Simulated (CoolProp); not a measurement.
A closed Brayton cycle with carbon dioxide: compressor inlet 310.15 K and 9.2 MPa, high pressure 21.9 MPa, turbine inlet 915 K, compressor efficiency 0.89, turbine efficiency 0.85, recuperator effectiveness 0 (on enthalpy, no pinch check). Each further row changes one setting.

Model: reference Helmholtz-energy equation of state, Span 1996, in CoolProp.

| case | thermal efficiency (%) | net work (kJ/kg) | compressor to turbine work | compressor exit (K) | turbine exit (K) |
|---|---|---|---|---|---|
| as stated | 12.3 | 101 | 0.17 | 336.8 | 809.6 |
| turbine inlet 865 K | 12.4 | 93.8 | 0.18 | 336.8 | 763.2 |
| compressor inlet 320.15 K | 12.3 | 88.5 | 0.27 | 378.1 | 809.6 |
| high pressure 18.6 MPa | 10.2 | 84.4 | 0.16 | 331.3 | 828.9 |
| recuperator effectiveness 0.5 | 19.1 | 101 | 0.17 | 336.8 | 809.6 |
